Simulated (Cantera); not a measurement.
Input: 1 mol CCl4, 0.51 mol HCl, 0.59 mol H2, equilibrated at 0.0220 bar.

These are equilibrium values from Cantera (NASA tables, ideal gas, pure condensed phases), not measurements of a reactor. Candidate condensed phases: C, C6H6, C7H8, C8H18; 91 gas species. The tables' values for CCl are old estimates; treat these amounts as uncertain. The numbers say what is thermodynamically allowed, not how fast it happens.

log p: log10 of the partial pressure in bar; n: condensed amount in mol.

```json
[
 {"T (K)": "2900", "log p Cl": "-1.82", "log p H": "-2.63", "log p HCl": "-2.41", "log p C3": "-3.99", "log p H2": "-3.38", "log p C": "-4.72", "n C(graphite)": "0.896"},
 {"T (K)": "2925", "log p Cl": "-1.82", "log p H": "-2.60", "log p HCl": "-2.44", "log p C3": "-3.86", "log p H2": "-3.38", "log p C": "-4.61", "n C(graphite)": "0.864"},
 {"T (K)": "2950", "log p Cl": "-1.82", "log p H": "-2.56", "log p HCl": "-2.48", "log p C3": "-3.74", "log p H2": "-3.39", "log p C": "-4.51", "n C(graphite)": "0.823"},
 {"T (K)": "2975", "log p Cl": "-1.82", "log p H": "-2.53", "log p HCl": "-2.51", "log p C3": "-3.62", "log p H2": "-3.40", "log p C": "-4.40", "n C(graphite)": "0.768"},
 {"T (K)": "3000", "log p Cl": "-1.82", "log p H": "-2.51", "log p HCl": "-2.55", "log p C3": "-3.51", "log p H2": "-3.41", "log p C": "-4.30", "n C(graphite)": "___"},
 {"T (K)": "3025", "log p Cl": "-1.82", "log p H": "-2.48", "log p HCl": "-2.60", "log p C3": "-3.39", "log p H2": "-3.43", "log p C": "-4.19", "n C(graphite)": "___"},
 {"T (K)": "3050", "log p Cl": "-1.82", "log p H": "-2.46", "log p HCl": "-2.64", "log p C3": "-3.28", "log p H2": "-3.45", "log p C": "-4.09", "n C(graphite)": "___"},
 {"T (K)": "3075", "log p Cl": "-1.82", "log p H": "-2.44", "log p HCl": "-2.69", "log p C3": "-3.17", "log p H2": "-3.48", "log p C": "-3.99", "n C(graphite)": "___"},
 {"T (K)": "3100", "log p Cl": "-1.83", "log p H": "-2.43", "log p HCl": "-2.74", "log p C3": "-3.06", "log p H2": "-3.51", "log p C": "-3.90", "n C(graphite)": "___"},
 {"T (K)": "3125", "log p Cl": "-1.83", "log p H": "-2.41", "log p HCl": "-2.79", "log p C3": "-3.01", "log p H2": "-3.54", "log p C": "-3.82", "n C(graphite)": "0"},
 {"T (K)": "3150", "log p Cl": "-1.83", "log p H": "-2.40", "log p HCl": "-2.83", "log p C3": "-3.01", "log p H2": "-3.57", "log p C": "-3.76", "n C(graphite)": "0"},
 {"T (K)": "3175", "log p Cl": "-1.83", "log p H": "-2.38", "log p HCl": "-2.88", "log p C3": "-3.02", "log p H2": "-3.60", "log p C": "-3.70", "n C(graphite)": "0"},
 {"T (K)": "3200", "log p Cl": "-1.83", "log p H": "-2.37", "log p HCl": "-2.92", "log p C3": "-3.03", "log p H2": "-3.63", "log p C": "-3.65", "n C(graphite)": "0"}
]
```

Task: Some entries are withheld; supply them.

Result: 
- 3000, n C(graphite): 0.698
- 3025, n C(graphite): 0.606
- 3050, n C(graphite): 0.486
- 3075, n C(graphite): 0.331
- 3100, n C(graphite): 0.128
